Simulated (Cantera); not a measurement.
An adiabatic, constant-pressure homogeneous reactor starts with CH₄ : O₂ : N₂ : H₂O = 1 : 3.33 : 12.5 : 2 (molar parts), at 1200 K and 10.0 bar. Integrator tolerance rtol = 1e-08.

Computed with Cantera and GRI-Mech 3.0 (53 species, 325 reactions).

Problem. What does this change do: CH4 1 to 1.8 parts?

Solution. 
| quantity | before | after |
|---|---|---|
| time of steepest temperature rise | 4.07 ms | 5.14 ms |
| temperature at 1.00 s | 2237 K | 2634 K |
| equilibrium temperature | 2237 K | 2634 K |
| x(CH₄) at 1.00 s | <1e-12 (gas-phase equilibrium <1e-12) | <1e-12 (gas-phase equilibrium <1e-12) |
| x(O₂) at 1.00 s | 0.0664 (gas-phase equilibrium 0.0664) | 0.00351 (gas-phase equilibrium 0.00351) |
| x(H₂O) at 1.00 s | 0.210 (gas-phase equilibrium 0.210) | 0.259 (gas-phase equilibrium 0.259) |
| x(C₂H₄) at 1.00 s | <1e-12 (gas-phase equilibrium <1e-12) | <1e-12 (gas-phase equilibrium <1e-12) |
| x(NO) at 1.00 s | 0.00708 (gas-phase equilibrium 0.00708) | 0.00331 (gas-phase equilibrium 0.00331) |

Problem. What does this change do: pressure from 10.0 bar to 15.0 bar?

Solution. 
```csv
quantity,before,after
time of steepest temperature rise,4.07 ms,2.68 ms
temperature at 1.00 s,2237 K,2239 K
equilibrium temperature,2237 K,2239 K
x(CH₄) at 1.00 s,<1e-12 (gas-phase equilibrium <1e-12),<1e-12 (gas-phase equilibrium <1e-12)
x(O₂) at 1.00 s,0.0664 (gas-phase equilibrium 0.0664),0.0664 (gas-phase equilibrium 0.0664)
x(H₂O) at 1.00 s,0.210 (gas-phase equilibrium 0.210),0.210 (gas-phase equilibrium 0.210)
x(C₂H₄) at 1.00 s,<1e-12 (gas-phase equilibrium <1e-12),<1e-12 (gas-phase equilibrium <1e-12)
x(NO) at 1.00 s,0.00708 (gas-phase equilibrium 0.00708),0.00712 (gas-phase equilibrium 0.00712)
```
The pressure lies above the range GRI-Mech 3.0 was tuned for (to about 10 atm).
